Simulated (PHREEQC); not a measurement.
Synthetic water in mg/kgw, 20 °C, pH 3.96, pe 9.5: Na 170; K 609; Ca 168; Mg 100; Cl 246; S(6) as SO4 1560; Zn 0.283.

Valence states are taken as typed.

All values are PHREEQC results (ion-association model, phreeqc.dat), not measurements.

Precipitation was switched off in this run.

Question: Order these S species by the share of S that they hold, largest first: MgSO4, SO4-2, CaSO4, KSO4-, NaSO4-.

Answer: SO4-2 (78 %), MgSO4 (9.2 %), CaSO4 (8.2 %), KSO4- (3.4 %), NaSO4- (1.2 %)

Question: Order these Zn species by the share of Zn that they hold, largest first: Zn(SO4)2-2, Zn+2, ZnCl+, ZnSO4.

Answer: Zn+2 (60 %), ZnSO4 (36 %), Zn(SO4)2-2 (3.9 %), ZnCl+ (0.41 %)

The pH is 3.96 and the ionic strength 0.0512 mol/kgw. Species that the database lacks are ignored.
